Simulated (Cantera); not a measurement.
Mg(OH)2 + CO2 + H2 (calcination and drying)

Input: 1 mol Mg(OH)2, 4.4 mol CO2, 5.3 mol H2, held at 2850 Torr.

Cantera equilibrium calculation (NASA polynomials, part measured and part estimated; ideal gas, pure solids and liquids). Candidate condensed phases: C, C6H6, C7H8, C8H18, H2O, Mg, MgCO3, MgO, Mg(OH)2; 116 gas species. The numbers say what is thermodynamically allowed, not how fast it happens.

```csv
T (°C),log p H2O,log p CO2,log p H2,log p CO,log p CH4,log p C2H6,log p H,n C(graphite),n MgCO3(s),n MgO(s)
327,0.33,0.01,-1.11,-2.88,-0.24,-5.60,<-11,0.403,1.00,0
427,0.25,0.13,-0.64,-1.74,-0.36,-5.43,<-11,0.462,0,1.00
527,0.16,0.13,-0.28,-0.93,-0.42,-5.27,<-11,0.162,0,1.00
627,0.07,0.06,-0.04,-0.41,-0.72,-5.57,-9.95,0,0,1.00
727,0.03,-0.04,0.05,-0.18,-1.48,-6.77,-8.62,0,0,1.00
827,0.06,-0.10,0.04,-0.11,-2.54,-8.52,-7.57,0,0,1.00
927,0.08,-0.14,0.01,-0.07,-3.50,-10.12,-6.70,0,0,1.00
1027,0.10,-0.18,-0.01,-0.04,-4.32,<-11,-5.96,0,0,1.00
1127,0.12,-0.21,-0.03,-0.02,-5.02,<-11,-5.33,0,0,1.00
```
log p: log10 of the partial pressure in bar; n: condensed amount in mol.

At 327 °C the condensed part is C(graphite) + MgCO3(s). From 427 °C to 527 °C the condensed part is C(graphite) + MgO(s). From 627 °C to 1127 °C the condensed part is MgO(s).
